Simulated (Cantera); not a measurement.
A freely propagating, adiabatic, planar premixed flame of H₂ : O₂ : N₂ = 1 : 0.5 : 2.51 (molar parts), unburnt at 425 K and 165 Torr; mixture-averaged transport, grid criteria slope 0.08 and curve 0.16, no radiation.

Computed with Cantera and the H2/O2 subset of GRI-Mech 3.0, which has no nitrogen chemistry. Burning velocities carry a grid error of a few per cent, more on coarse grids.

x: mole fraction of selected species; z is measured from the peak of heat release.

| z (mm) | T (K) | u (m/s) | x H₂ | x O₂ | x H₂O | x OH | x H | x H₂O₂ |
|---|---|---|---|---|---|---|---|---|
| -9.96 | 425 | 2.70 | 0.249 | 0.125 | <1e-8 | <1e-8 | <1e-8 | <1e-8 |
| -6.64 | 425 | 2.70 | 0.249 | 0.125 | <1e-8 | <1e-8 | <1e-8 | <1e-8 |
| -4.98 | 425 | 2.70 | 0.249 | 0.125 | <1e-8 | <1e-8 | <1e-8 | <1e-8 |
| -3.32 | 425 | 2.70 | 0.249 | 0.125 | <1e-8 | <1e-8 | <1e-8 | <1e-8 |
| -1.66 | 429 | 2.72 | 0.247 | 0.125 | [?] | [?] | [?] | [?] |
| -0.830 | 612 | 3.80 | 0.220 | 0.121 | 0.0143 | 0.000519 | 0.00361 | 1.56e-5 |
| 0 | 1040 | 6.26 | 0.123 | 0.0870 | 0.0913 | 0.00170 | 0.0333 | 8.82e-7 |
| 0.830 | [?] | 7.88 | [?] | [?] | [?] | [?] | [?] | [?] |
| 1.66 | 1447 | 8.56 | 0.0352 | 0.0265 | 0.200 | 0.00703 | 0.0496 | 9.06e-7 |
| 3.32 | 1580 | 9.27 | 0.0346 | 0.0228 | 0.208 | 0.00869 | 0.0390 | 5.52e-7 |
| 6.64 | 1717 | 9.98 | 0.0334 | 0.0195 | 0.218 | 0.00991 | 0.0281 | 2.90e-7 |
| 13.3 | 1848 | 10.6 | 0.0303 | 0.0162 | 0.228 | 0.0103 | 0.0187 | 1.54e-7 |
| 26.6 | 1964 | 11.2 | 0.0258 | 0.0129 | 0.239 | 0.00982 | 0.0114 | 8.84e-8 |

Question: Fill in the missing entries.

Answer: 
- -1.66, x H₂O: 0.000123
- -1.66, x OH: 6.14e-6
- -1.66, x H: 1.25e-5
- -1.66, x H₂O₂: 1.89e-6
- 0.830, T (K): 1323
- 0.830, x H₂: 0.0459
- 0.830, x O₂: 0.0367
- 0.830, x H₂O: 0.181
- 0.830, x OH: 0.00521
- 0.830, x H: 0.0539
- 0.830, x H₂O₂: 1.12e-6
